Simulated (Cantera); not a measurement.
Cantera run:

```python
import numpy as np
import cantera as ct

gas_names = [...]  # 87 gases of nasa_gas.yaml made of C, H, Si
cond_names = """
    C(gr) C6H6(L) C7H8(L) C8H18(L),n-octa Si(cr) Si(L) SiC(b)
""".split()


# ... load() reads the species with a 1 bar reference pressure and builds the phases ...
atoms = {
    'CH3SiH3': {'C': 1, 'H': 6, 'Si': 1},
    'C3H8': {'C': 3, 'H': 8},
    'H2': {'H': 2},
}
top_T = {'C(gr)': 4500, 'SiC(b)': 3050}  # K; cautious upper limits of use, not melting points


# ... equilibrate(T, P, feed) seeds the gas with the atoms and calls Mixture.equilibrate('TP', solver="vcs", rtol=1e-11, max_steps=5000) ...
results = []
feed = {'CH3SiH3': 1, 'C3H8': 0.87, 'H2': 1.4}  # mol
P = 1600  # Pa
for T in [1048, 1198, 1348, 1498, 1648, 1798, 1948, 2098, 2248, 2398, 2548]:
    mix = equilibrate(T, P, feed)
    results.append((T, P, feed, dict(zip(mix.species_names, mix.species_moles))))

top = {s: max(r[3][s] / sum(r[3][g] for g in gas_names) for r in results) for s in gas_names}
cols = sorted((s for s in top if top[s] > 0.001), key=lambda s: -top[s])[:8]
seen = [c for c in cond_names if any(r[3].get(c, 0) > 1e-12 for r in results)]
print("log10 of partial pressures in bar; condensed amounts in mol")
print(f"{'T/K':>10s}" + "".join(f"{s[:9]:>10s}" for s in cols + seen))
for T, P, feed, n in results:
    ng = sum(n[g] for g in gas_names)
    print(f"{T:10.4g}" + "".join(f"{np.log10(max(n[s] / ng * P / 1e5, 1e-99)):10.3f}" for s in cols)
          + "".join(f"{n.get(c, 0):10.4g}" for c in seen))
```

Output:

```
log10 of partial pressures in bar; condensed amounts in mol
       T/K        H2         H        Si      SiC2 C2H2,acet      Si2C       SiH     C(gr)    SiC(b)
      1048    -1.796    -9.010   -17.915   -23.108   -10.201   -22.989   -17.153     2.603         1
      1198    -1.796    -7.619   -14.669   -18.844    -8.801   -18.796   -14.385     2.608         1
      1348    -1.796    -6.534   -12.150   -15.539    -7.716   -15.549   -12.239     2.609         1
      1498    -1.796    -5.663   -10.139   -12.904    -6.851   -12.963   -10.527      2.61         1
      1648    -1.796    -4.948    -8.498   -10.757    -6.146   -10.858    -9.131     2.609         1
      1798    -1.797    -4.352    -7.133    -8.974    -5.560    -9.111    -7.972     2.607         1
      1948    -1.800    -3.847    -5.981    -7.472    -5.068    -7.641    -6.995     2.602    0.9994
      2098    -1.807    -3.416    -4.995    -6.190    -4.653    -6.387    -6.163     2.593    0.9938
      2248    -1.825    -3.046    -4.143    -5.083    -4.305    -5.305    -5.449     2.596    0.9517
      2398    -1.869    -2.737    -3.398    -4.118    -4.029    -4.362    -4.841     2.716    0.6847
      2548    -1.956    -2.488    -2.971    -3.498    -3.836    -3.990    -4.558      2.97         0
```

Equilibrium computed with Cantera from the NASA thermochemical tables; the gas is ideal and each condensed phase is pure. The feed counts by its element totals alone. Gases not in the tables: Si2H6 and higher silanes.
